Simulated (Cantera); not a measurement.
Charge: 1 mol Si, 12 mol HCl, 5.5 mol N₂, at 1.33 mbar.

Method: chemical equilibrium by Gibbs-energy minimisation in Cantera with the NASA 1993 tables (ideal gas, pure condensed phases). Candidate condensed phases: NH₄Cl, Si, Si₃N₄; 28 gas species. Kinetics and transport are ignored.

### Question
At 500 K, list the 5 most abundant gas species with their mole fractions, and the condensed phases.

### Answer
HCl 0.485, N₂ 0.333, H₂ 0.121, SiCl₄ 0.0606, NH₃ 1.03e-5. Condensed: gas only.
